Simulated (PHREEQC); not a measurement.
# Reverse-osmosis permeate (model solution)

Model water analysis in mg/kgw, 25 °C, pH 6.75, pe 11.8:

| constituent | mg/kgw |
|---|---|
| Na | 0.971 |
| K | 0.00156 |
| Ca | 3.54 |
| Mg | 0.379 |
| Cl | 0.769 |
| S(6) as SO4 | 0.635 |
| Alkalinity as HCO3 | 12.5 |
| Si as SiO2 | 0.00214 |

Valence states are taken as typed.

Equilibrium calculation in PHREEQC: ion-association model, phreeqc.dat.

The ionic strength is 0.000355 mol/kgw and the charge-balance error is 2.1 %.

```tsv
species	molality	activity	log γ
HCO3-	0.000205	0.000200	-0.009
Ca+2	8.80e-5	8.08e-5	-0.037
CO2	8.01e-5	8.01e-5	0.000
Na+	4.22e-5	4.13e-5	-0.009
Cl-	2.17e-5	2.12e-5	-0.009
Mg+2	1.55e-5	1.43e-5	-0.037
SO4-2	6.50e-6	5.97e-6	-0.037
CaHCO3+	2.11e-7	2.06e-7	-0.009
```

No solid was allowed to form.
